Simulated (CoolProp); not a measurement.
Propylene at several states: fugacity coefficient from the reference equation and from simpler models built on Tc = 91.1 °C, pc = 45.55 bar, ω = 0.146; each cubic takes its own stable root.

Model: reference Helmholtz-energy equation of state, Lemmon 2013, in CoolProp.

```tsv
T (°C)	p (bar)	phase	reference
-173.95	130	liquid	6.019e-9
82.05	86.9	liquid	0.3635
113.65	0.506	gas	0.9968
-118.05	15.2	liquid	0.0005128
```

Q: How far does each simpler model (van der Waals, Redlich-Kwong, Soave-Redlich-Kwong, Peng-Robinson) lie from the reference over these 4 states: mean and median of the absolute difference, and the worst?

A: 
- van der Waals: mean 624777.8 %, median 2720.8 %, worst +2493669.7 % at -173.95 °C and 130 bar
- Redlich-Kwong: mean 22.5 %, median 9.2 %, worst -71.7 % at -173.95 °C and 130 bar
- Soave-Redlich-Kwong: mean 8.7 %, median 2.3 %, worst +30.3 % at -173.95 °C and 130 bar
- Peng-Robinson: mean 26.3 %, median 7.2 %, worst +90.7 % at -173.95 °C and 130 bar
